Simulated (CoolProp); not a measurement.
A single-stage vapour-compression cycle with dimethyl ether: evaporating at 239.15 K (dew point), condensing at 280.15 K (bubble point), superheat 10 K, subcooling 2 K, compressor efficiency 0.65, no pressure losses. Each further row changes one setting.

Model: reference Helmholtz-energy equation of state, Wu 2011, in CoolProp.

```
case                              cooling COP  pressure ratio  discharge temperature (K)  refrigerating effect (kJ/kg)  volumetric capacity (kJ/m³)
--------------------------------  -----------  --------------  -------------------------  ----------------------------  ---------------------------
as stated                                3.30            5.08                      337.8                           400                          608
evaporating temperature 244.15 K   (withheld)            4.03                 (withheld)                           406                   (withheld)
condensing temperature 275.15 K          3.82            4.29                 (withheld)                           412                          625
subcooling 7 K                           3.39            5.08                      337.8                           412                          625
superheat 20 K                     (withheld)            5.08                      349.3                           414                          602
compressor efficiency 0.55         (withheld)            5.08                 (withheld)                           400                          608
```

Problem. Complete the blanks.

Solution. 
- evaporating temperature 244.15 K, cooling COP: 3.90
- evaporating temperature 244.15 K, discharge temperature (K): 330.5
- evaporating temperature 244.15 K, volumetric capacity (kJ/m³): 765
- condensing temperature 275.15 K, discharge temperature (K): 328.3
- superheat 20 K, cooling COP: 3.27
- compressor efficiency 0.55, cooling COP: 2.79
- compressor efficiency 0.55, discharge temperature (K): 351.3
